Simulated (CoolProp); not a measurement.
Sulfur dioxide at several states: fugacity coefficient from the reference equation and from simpler models built on Tc = 430.6 K, pc = 7.887 MPa, ω = 0.256; each cubic takes its own stable root.

Values from CoolProp's reference Helmholtz-energy equation of state, Gao 2016.

```csv
T (K),p (MPa),phase,reference,van der Waals,Redlich-Kwong,Soave-Redlich-Kwong
327.7,1.28,liquid,0.6669,0.9085,0.8821,0.6811
257.4,32,liquid,0.004502,0.05420,0.009759,0.004834
270.8,0.148,liquid,0.9215,0.9837,0.9770,0.9235
383.5,16,liquid,0.2081,0.3165,0.2460,0.2206
```

At some of these states van der Waals, Redlich-Kwong gives the other phase, because its saturation line lies elsewhere.
